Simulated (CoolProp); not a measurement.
Properties of n-butane along the isobar 1.58 bar.

Values from CoolProp's reference Helmholtz-energy equation of state, Bücker 2006.

| T (K) | phase | Z | cv (kJ/(kg K)) | speed of sound (m/s) | isothermal compressibility (1/MPa) | conductivity (mW/(m K)) |
|---|---|---|---|---|---|---|
| 232.5 | liquid | 0.007392 | 1.531 | 1258 | 0.001382 | 134 |
| 249.3 | liquid | 0.007080 | 1.571 | 1166 | 0.001654 | 126 |
| 266.1 | liquid | 0.006823 | 1.618 | 1074 | 0.002007 | 119 |
| 282.9 | liquid | 0.006616 | 1.671 | 982.8 | 0.002477 | 111 |
| 299.7 | gas | 0.9531 | 1.583 | 207.9 | 6.657 | 16.7 |
| 316.5 | gas | 0.9613 | 1.651 | 214.7 | 6.594 | 18.4 |
| 333.3 | gas | 0.9676 | 1.722 | 221.1 | 6.548 | 20.3 |
| 350.1 | gas | 0.9727 | 1.794 | 227.2 | 6.512 | 22.2 |
| 366.9 | gas | 0.9767 | 1.867 | 233.1 | 6.483 | 24.1 |
| 383.7 | gas | 0.9800 | 1.940 | 238.7 | 6.461 | 26.2 |
| 400.5 | gas | 0.9827 | 2.012 | 244.1 | 6.442 | 28.4 |
| 417.3 | gas | 0.9850 | 2.084 | 249.3 | 6.427 | 30.6 |
| 434.1 | gas | 0.9869 | 2.154 | 254.5 | 6.414 | 33.0 |
| 450.9 | gas | 0.9885 | 2.223 | 259.4 | 6.403 | 35.4 |

Thermal conductivity comes from a separate model (Perkins 2002).
